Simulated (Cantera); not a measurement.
A diamond (100) surface in a fixed gas of H2 with x(CH4) = 0.012, x(H) = 0.0036, x(CH3) = 0.00096, 0.190 bar; coverages are run to steady state.

Detailed kinetics in Cantera: the Harris–Goodwin 1993 mechanism for the reconstructed diamond (100) surface.

One state of this run: growth (µm/h) = 54.5; θ c6HH = 0.385; θ c6H* = 0.0480; θ c6*H = 0.512; θ c6** = 0.0381; θ c6HM = 0.00715. θ: site fractions in the mechanism's names (c6HH fully hydrogenated, c6H* and c6*H radical sites, c6** diradical, c6HM methylated).

### Question
Which value of T (K) does it belong to?
A. 1150
B. 1250
C. 1300
D. 1000

### Answer
C, 1300
